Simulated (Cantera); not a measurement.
# Equilibrium for metals in furnace atmospheres: Cu + O₂ + N₂

Input: 1 mol Cu, 2.7 mol O₂, a varied amount of N₂, held at 1823.15 K and 21.0 Pa.

Cantera equilibrium calculation (NASA polynomials, part measured and part estimated; ideal gas, pure solids and liquids). Candidate condensed phases: Cu, CuO, Cu₂O; 12 gas species. The numbers say what is thermodynamically allowed, not how fast it happens.

| n(N₂) (mol) | log p N₂ | log p O₂ | log p Cu | log p O | log p NO | log p CuO |
|---|---|---|---|---|---|---|
| 2.2 | -4.11 | -4.02 | -4.45 | -5.83 | -6.02 | -7.35 |
| 3.9 | -3.97 | -4.14 | -4.56 | -5.89 | -6.01 | -7.52 |
| 7.1 | -3.86 | -4.29 | -4.71 | -5.97 | -6.03 | -7.75 |
| 13 | -3.79 | -4.48 | -4.90 | -6.06 | -6.09 | -8.03 |
| 23 | -3.74 | -4.69 | -5.11 | -6.16 | -6.17 | -8.34 |
| 41 | -3.72 | -4.92 | -5.33 | -6.28 | -6.27 | -8.68 |
| 75 | -3.70 | -5.17 | -5.57 | -6.40 | -6.39 | -9.05 |
log p: log10 of the partial pressure in bar; nothing condenses.

From 2.2 mol N₂ to 75 mol N₂ nothing is condensed. The main Cu-bearing gas is Cu throughout.
